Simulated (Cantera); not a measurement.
A perfectly stirred reactor is fed with C₂H₄ : H₂ = 1 : 6 (molar parts), at 0.0133 bar; it is held at 1623 K, and followed from long to short residence time.

Model: GRI-Mech 3.0 (53 species, 325 reactions), integrated in Cantera. GRI-Mech 3.0 was tuned for natural gas; its chemistry of ethylene as a main component is partial and can be far from experiment. GRI-Mech 3.0 stops at C3 and has no aromatics, soot or wall deposition, so with more carbon than oxygen in the feed, carbon stays in small species such as C2H2 where larger ones or solid carbon would form. Radical loss at walls, strong at low pressure, is not modelled.

Question: What does this change do: 0.029 parts H2O added?

Answer: 
| quantity | before | after |
|---|---|---|
| x(C₂H₄) at τ = 8.50 s | 0.000364 | 0.000355 |
| x(H₂) at τ = 8.50 s | 0.874 | 0.871 |
| x(C₂H₆) at τ = 8.50 s | 6.48e-9 | 7.84e-9 |
| x(C₂H₂) at τ = 8.50 s | 0.125 | 0.123 |
| x(CH₃) at τ = 8.50 s | 1.76e-6 | 8.02e-6 |
| x(C₂H₄) at τ = 87.0 ms | 0.0648 | 0.0642 |
| x(H₂) at τ = 87.0 ms | 0.867 | 0.864 |
| x(C₂H₆) at τ = 87.0 ms | 2.16e-7 | 2.14e-7 |
| x(C₂H₂) at τ = 87.0 ms | 0.0683 | 0.0683 |
| x(CH₃) at τ = 87.0 ms | 2.99e-8 | 3.04e-8 |

Question: What does this change do: pressure from 0.0133 bar to 0.0280 bar?

Answer: 
```json
[
 {"quantity": "x(C₂H₄) at τ = 8.50 s", "before": "0.000364", "after": "0.000405"},
 {"quantity": "x(H₂) at τ = 8.50 s", "before": "0.874", "after": "0.874"},
 {"quantity": "x(C₂H₆) at τ = 8.50 s", "before": "6.48e-9", "after": "1.75e-8"},
 {"quantity": "x(C₂H₂) at τ = 8.50 s", "before": "0.125", "after": "0.124"},
 {"quantity": "x(CH₃) at τ = 8.50 s", "before": "1.76e-6", "after": "5.58e-6"},
 {"quantity": "x(C₂H₄) at τ = 87.0 ms", "before": "0.0648", "after": "0.0413"},
 {"quantity": "x(H₂) at τ = 87.0 ms", "before": "0.867", "after": "0.870"},
 {"quantity": "x(C₂H₆) at τ = 87.0 ms", "before": "2.16e-7", "after": "4.55e-7"},
 {"quantity": "x(C₂H₂) at τ = 87.0 ms", "before": "0.0683", "after": "0.0888"},
 {"quantity": "x(CH₃) at τ = 87.0 ms", "before": "2.99e-8", "after": "9.10e-8"}
]
```

Question: What does this change do: temperature 1623 to 1848 K?

Answer: 
```json
[
 {"quantity": "x(C₂H₄) at τ = 8.50 s", "before": "0.000364", "after": "3.63e-5"},
 {"quantity": "x(H₂) at τ = 8.50 s", "before": "0.874", "after": "0.871"},
 {"quantity": "x(C₂H₆) at τ = 8.50 s", "before": "6.48e-9", "after": "2.66e-10"},
 {"quantity": "x(C₂H₂) at τ = 8.50 s", "before": "0.125", "after": "0.125"},
 {"quantity": "x(CH₃) at τ = 8.50 s", "before": "1.76e-6", "after": "1.23e-5"},
 {"quantity": "x(C₂H₄) at τ = 87.0 ms", "before": "0.0648", "after": "0.00700"},
 {"quantity": "x(H₂) at τ = 87.0 ms", "before": "0.867", "after": "0.874"},
 {"quantity": "x(C₂H₆) at τ = 87.0 ms", "before": "2.16e-7", "after": "9.62e-9"},
 {"quantity": "x(C₂H₂) at τ = 87.0 ms", "before": "0.0683", "after": "0.119"},
 {"quantity": "x(CH₃) at τ = 87.0 ms", "before": "2.99e-8", "after": "2.85e-7"}
]
```
